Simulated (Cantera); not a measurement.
What does this Cantera script print?

```python
import numpy as np
import cantera as ct

gas_names = [...]  # 123 gases of nasa_gas.yaml made of C, H, O, Si
cond_names = """
    C(gr) C6H6(L) C7H8(L) C8H18(L),n-octa H2O(s) H2O(L) Si(cr) Si(L) SiC(b) SiO2(Lqz) SiO2(hqz) SiO2(L)
""".split()


# ... load() reads the species with a 1 bar reference pressure and builds the phases ...
atoms = {
    'Si': {'Si': 1},
    'CO2': {'C': 1, 'O': 2},
    'H2': {'H': 2},
    'H2O': {'H': 2, 'O': 1},
}
top_T = {'C(gr)': 4500, 'SiC(b)': 3050}  # K; cautious upper limits of use, not melting points


# ... equilibrate(T, P, feed) seeds the gas with the atoms and calls Mixture.equilibrate('TP', solver="vcs", rtol=1e-11, max_steps=5000) ...
results = []
feed = {'Si': 1, 'CO2': 3.3, 'H2': 170, 'H2O': 1.8}  # mol
T = 1475  # K
for P in [0.1, 2.5, 63, 1600, 40000, 1000000]:
    mix = equilibrate(T, P, feed)
    results.append((T, P, feed, dict(zip(mix.species_names, mix.species_moles))))

top = {s: max(r[3][s] / sum(r[3][g] for g in gas_names) for r in results) for s in gas_names}
cols = sorted((s for s in top if top[s] > 1e-06), key=lambda s: -top[s])[:6]
seen = [c for c in cond_names if any(r[3].get(c, 0) > 1e-12 for r in results)]
print("log10 of partial pressures in bar; condensed amounts in mol")
print(f"{'P/Pa':>10s}" + "".join(f"{s[:9]:>10s}" for s in cols + seen))
for T, P, feed, n in results:
    ng = sum(n[g] for g in gas_names)
    print(f"{P:10.4g}" + "".join(f"{np.log10(max(n[s] / ng * P / 1e5, 1e-99)):10.3f}" for s in cols)
          + "".join(f"{n.get(c, 0):10.4g}" for c in seen))
```

Output:

```
log10 of partial pressures in bar; condensed amounts in mol
      P/Pa        H2       H2O        CO         H       SiO       CH4 SiO2(hqz)
       0.1    -6.027    -7.639    -7.734    -7.900    -8.249   -23.397         0
       2.5    -4.621    -6.320    -6.332    -7.197    -7.386   -19.096    0.7113
        63    -3.217    -4.954    -4.929    -6.496    -7.348   -14.848    0.9875
      1600    -1.812    -3.551    -3.524    -5.793    -7.346   -10.631    0.9995
     4e+04    -0.414    -2.153    -2.126    -5.094    -7.346    -6.437         1
     1e+06     0.984    -0.742    -0.740    -4.395    -7.360    -2.270         1
```

Cantera equilibrium calculation (NASA polynomials, part measured and part estimated; ideal gas, pure solids and liquids). The tables hold silica as quartz up to 1696 K and as liquid above; real silica turns to tridymite and cristobalite and melts near 1996 K. Gases not in the tables: Si(OH)4.
